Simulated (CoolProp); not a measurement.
Vapour-liquid equilibrium of R134a (1) + methanol (2) at 296.2 K; x and y are mole fractions of (1).

Values from CoolProp's multi-fluid Helmholtz-energy mixture model, Tillner-Roth 1994 and de Reuck 1993; pair parameters Bell 2016.

```tsv
x	bubble pressure, mixture model (kPa)	bubble pressure, Raoult's law (kPa)	y, mixture model	y, Raoult's law
0.05	(withheld)	45.95	0.877	0.683
0.15	(withheld)	107.2	0.941	0.878
0.25	(withheld)	168.4	0.955	0.932
0.35	367.7	229.6	0.961	0.957
0.45	398.5	290.8	(withheld)	0.971
0.55	427.2	352.1	(withheld)	0.980
0.65	(withheld)	413.3	0.974	0.987
0.75	495.8	474.5	0.979	0.992
0.85	(withheld)	535.7	(withheld)	0.996
0.95	595.7	597.0	0.995	0.999
```

What belongs in the gaps?


- 0.05, bubble pressure, mixture model (kPa): 123.3
- 0.15, bubble pressure, mixture model (kPa): 255.8
- 0.25, bubble pressure, mixture model (kPa): 325.9
- 0.45, y, mixture model: 0.965
- 0.55, y, mixture model: 0.969
- 0.65, bubble pressure, mixture model (kPa): 458.7
- 0.85, bubble pressure, mixture model (kPa): 540.8
- 0.85, y, mixture model: 0.986

The largest gap from Raoult's law is +168.3 % in bubble pressure, at x = 0.05. No azeotrope shows between x = 0.05 and 0.95.

The pair parameters rest on a limited set of measurements; away from them the model extrapolates. With so large a gap from Raoult's law the liquid may split in two, which this calculation doesn't test in full.
